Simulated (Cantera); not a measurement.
Charge: 1 mol SiHCl3, 0.48 mol HCl, 68 mol H2, at 1925 K and 0.825 Torr.

Equilibrium computed with Cantera from the NASA thermochemical tables; the gas is ideal and each condensed phase is pure. Candidate condensed phases: Si; 19 gas species. The tables' values for SiCl are old estimates; treat these amounts as uncertain. Gases not in the tables: Si2H6 and higher silanes. The numbers say what is thermodynamically allowed, not how fast it happens.

Base state: H2 0.917, HCl 0.0407, H 0.0276, Si 0.00986, SiCl2 0.00296, Cl 0.000922, SiCl 0.000602, SiH 0.000255 (mole fractions); condensed: gas only.

Task: What changes in the equilibrium state with this change: H2 from 68 to 420 mol?

Result: 
```csv
species,before,after
H2,0.917,0.961
H,0.0276,0.0283
HCl,0.0407,0.00786
Si,0.00986,0.00221
SiCl2,0.00296,2.35e-5
SiCl,0.000602,2.54e-5
```
